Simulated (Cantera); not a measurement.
A Cantera script and what it prints.

```python
import numpy as np
import cantera as ct

gas_names = """
    AL ALC ALN ALO ALO2 AL2 AL2O AL2O2 C CN CO CO2 C2 CCN CNC C2N2 C2O C3 C3O2 C4 C4N2 C5 N NCO NO NO2
    NO3 N2 N2O O O2 O3
""".split()
cond_names = """
    AL(cr) AL(L) ALN(s) AL2O3(a) AL2O3(L) C(gr)
""".split()


# ... load() reads the species with a 1 bar reference pressure and builds the phases ...
atoms = {
    'Al2O3': {'AL': 2, 'O': 3},
    'C': {'C': 1},
    'N2': {'N': 2},
}
top_T = {'ALN(s)': 2750, 'C(gr)': 4500}  # K; cautious upper limits of use, not melting points


# ... equilibrate(T, P, feed) seeds the gas with the atoms and calls Mixture.equilibrate('TP', solver="vcs", rtol=1e-11, max_steps=5000) ...
results = []
feed = {'Al2O3': 1, 'C': 0.0048, 'N2': 1.2}  # mol
T = 2273.15  # K
P = 1333.22  # Pa
mix = equilibrate(T, P, feed)
results.append((T, P, feed, dict(zip(mix.species_names, mix.species_moles))))
print(gas.report(threshold=1e-05))
for i in range(1, mix.n_phases):
    print(f"{mix.phase(i).name:16s} {mix.phase_moles(i):12.5e} mol")
```

Output:

```
       temperature   2273.2 K
          pressure   1333.2 Pa
           density   0.0019777 kg/m^3
  mean mol. weight   28.036 kg/kmol
   phase of matter   gas

                          1 kg             1 kmol
                     ---------------   ---------------
          enthalpy        2.3569e+06         6.608e+07  J
   internal energy        1.6828e+06         4.718e+07  J
           entropy             10449        2.9295e+05  J/K
    Gibbs function       -2.1395e+07       -5.9985e+08  J
 heat capacity c_p            1299.2             36425  J/K
 heat capacity c_v            1002.7             28111  J/K

                      mass frac. Y      mole frac. X     chem. pot. / RT
                     ---------------   ---------------   ---------------
                AL         0.0018185         0.0018896           -15.869
               ALO         6.466e-05        4.2178e-05           -42.055
              AL2O         0.0014072        0.00056393           -57.923
                CO         0.0039665         0.0039703           -43.841
                N2           0.99273           0.99352           -31.704
     [  +27 minor]        1.2848e-05        1.0638e-05

AL(L)             0.00000e+00 mol
ALN(s)            0.00000e+00 mol
AL2O3(a)          9.98152e-01 mol
C(gr)             0.00000e+00 mol
```

Equilibrium computed with Cantera from the NASA thermochemical tables; the gas is ideal and each condensed phase is pure.
